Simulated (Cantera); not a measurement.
A closed system holds: 1 mol FeS, 1.9 mol SO3, 3 mol CO2, held at 575 °C and 1330 Pa.

These are equilibrium values from Cantera (NASA tables, ideal gas, pure condensed phases), not measurements of a reactor. Candidate condensed phases: C, Fe, Fe(CO)5, FeO, FeS, FeSO4, FeS2, Fe2O3, Fe2(SO4)3, Fe3O4, S; 25 gas species. FeS: taken at fixed stoichiometry. Gases not in the tables: S3 to S7. The numbers say what is thermodynamically allowed, not how fast it happens.

Base state: CO2 0.547, SO2 0.439, S2 0.0130, S2O 0.000551, CO 0.000191, COS 7.60e-5 (mole fractions); condensed: FeS(s) + Fe3O4(s).

Task: What changes in the equilibrium state with this change: pressure from 1330 Pa to 280000 Pa?

Result: 
```json
[
 {"species": "CO2", "before": "0.547", "after": "0.559"},
 {"species": "SO2", "before": "0.439", "after": "0.439"},
 {"species": "S2", "before": "0.0130", "after": "0.00180"},
 {"species": "CO", "before": "0.000191", "after": "3.12e-5"},
 {"species": "S2O", "before": "0.000551", "after": "0.000474"},
 {"species": "COS", "before": "7.60e-5", "after": "6.70e-5"},
 {"species": "FeS(s), mol", "before": "0.341", "after": "0"},
 {"species": "Fe3O4(s), mol", "before": "0.220", "after": "0.247"},
 {"species": "FeS2(s), mol", "before": "0", "after": "0.260"}
]
```
